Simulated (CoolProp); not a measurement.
Methanol along the isobar 5.83 MPa: density (kg/m³) from the reference equation and from simpler models built on Tc = 513.4 K, pc = 8.216 MPa, ω = 0.565; each cubic takes its own stable root.

Model: reference Helmholtz-energy equation of state, de Reuck 1993, in CoolProp.

```csv
T (K),phase,reference,van der Waals,Redlich-Kwong,Peng-Robinson
402.8,liquid,685.1,332.5,469.8,581.2
416.3,liquid,667.3,322.6,452.6,561.8
429.7,liquid,647.9,311.6,433.8,540.2
443.1,liquid,626.0,299.2,413.0,515.7
456.5,liquid,600.8,284.4,389.2,487.2
469.9,liquid,570.3,265.2,360.8,453.0
483.3,liquid,530.6,71.55,322.5,409.0
496.7,gas,82.16,65.60,70.27,76.14
510.1,gas,67.17,61.12,64.06,66.74
523.5,gas,59.94,57.52,59.46,60.71
536.9,gas,55.20,54.51,55.82,56.26
550.4,gas,51.67,51.91,52.79,52.73
563.8,gas,48.92,49.65,50.23,49.84
577.2,gas,46.66,47.64,48.01,47.39
```

At some of these states van der Waals gives the other phase, because its saturation line lies elsewhere.
